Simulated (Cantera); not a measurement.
Cantera run, input and output.

```python
import numpy as np
import cantera as ct

gas = ct.Solution("gri30.yaml")
gas.TPX = 1048, 1300000, {'CH4': 1, 'O2': 1.33, 'N2': 5.01, 'CO2': 0.016}
reactor = ct.IdealGasReactor(gas, energy="on", clone=False)
net = ct.ReactorNet([reactor])
net.rtol, net.atol = 1e-08, 1e-16
show = ['CH4', 'O2', 'H', 'CO2', 'NO', 'CH3']
times = np.geomspace(1e-06, 3, 12)

steps = ct.SolutionArray(gas, extra=["t"])
rows = []
print(f"{'t/s':>10s}{'T/K':>9s}{'P/Pa':>11s}" + "".join(f"{s:>11s}" for s in show))
for t in times:
    while net.time < t:
        t_next = net.step()
        steps.append(gas.state, t=t_next)
    rows.append([np.interp(t, steps.t, y) for y in (steps.T, steps.P, *steps(*show).X.T)])
    print(f"{t:10.3e}{rows[-1][0]:9.1f}{rows[-1][1]:11.4g}" + "".join(f"{x:11.3e}" for x in rows[-1][2:]))
rate = np.gradient(steps.T, steps.t)
print("integrator steps:", len(steps.t))
if steps.T.max() > steps.T[0] + 200:
    print(f"time of steepest temperature rise: {steps.t[rate.argmax()]:.4e} s")
gas.TPX = 1048, 1300000, {'CH4': 1, 'O2': 1.33, 'N2': 5.01, 'CO2': 0.016}
gas.equilibrate("UV")
print(f"equilibrium (UV): T = {gas.T:.1f} K  " + "  ".join(f"{s} {gas[s].X[0]:.3e}" for s in show))
```

Result:

```
       t/s      T/K       P/Pa        CH4         O2          H        CO2         NO        CH3
 1.000e-06   1048.0    1.3e+06  1.359e-01  1.808e-01  1.243e-14  2.175e-03  3.479e-26  5.405e-10
 3.880e-06   1048.0    1.3e+06  1.359e-01  1.808e-01  3.178e-14  2.175e-03  5.934e-25  2.106e-09
 1.505e-05   1048.0    1.3e+06  1.359e-01  1.808e-01  1.140e-13  2.175e-03  9.412e-24  8.302e-09
 5.841e-05   1048.0    1.3e+06  1.359e-01  1.808e-01  5.434e-13  2.175e-03  1.510e-22  3.426e-08
 2.266e-04   1048.0    1.3e+06  1.359e-01  1.808e-01  3.982e-12  2.175e-03  2.860e-21  1.645e-07
 8.793e-04   1048.0    1.3e+06  1.359e-01  1.808e-01  3.012e-11  2.175e-03  8.556e-20  7.470e-07
 3.412e-03   1048.2    1.3e+06  1.359e-01  1.808e-01  6.460e-11  2.175e-03  1.121e-18  1.088e-06
 1.324e-02   1049.5  1.302e+06  1.357e-01  1.806e-01  3.226e-10  2.175e-03  1.316e-17  1.887e-06
 5.136e-02   2817.2  3.827e+06  3.127e-10  8.117e-05  3.810e-03  3.200e-02  6.603e-04  2.716e-10
 1.993e-01   2817.2  3.827e+06  3.127e-10  8.117e-05  3.810e-03  3.200e-02  6.603e-04  2.716e-10
 7.732e-01   2817.2  3.827e+06  3.127e-10  8.117e-05  3.810e-03  3.200e-02  6.603e-04  2.716e-10
 3.000e+00   2817.2  3.827e+06  3.127e-10  8.117e-05  3.810e-03  3.200e-02  6.603e-04  2.716e-10
integrator steps: 2638
time of steepest temperature rise: 3.2548e-02 s
equilibrium (UV): T = 2817.2 K  CH4 3.506e-10  O2 8.117e-05  H 3.810e-03  CO2 3.200e-02  NO 6.603e-04  CH3 3.046e-10
```

Cantera simulation using GRI-Mech 3.0 (53 species, 325 reactions); the numbers are that mechanism's predictions, not measurements. The pressure lies above the range GRI-Mech 3.0 was tuned for (to about 10 atm).
